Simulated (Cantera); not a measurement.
A closed system holds: 1 mol C2F6, 0.53 mol HCl, 15 mol H2, equilibrated at 1.13 Torr.

These are equilibrium values from Cantera (NASA tables, ideal gas, pure condensed phases), not measurements of a reactor. Candidate condensed phases: C, C6H6, C7H8, C8H18; 118 gas species. The feed counts by its element totals alone. The numbers say what is thermodynamically allowed, not how fast it happens.

Question: At 2323 K, list the 6 most abundant gas species with their mole fractions, and the condensed phases.

Answer: H2 0.485, HF 0.291, H 0.196, HCl 0.0199, Cl 0.00578, C2H2 (acetylene) 0.00235. Condensed: C(graphite).
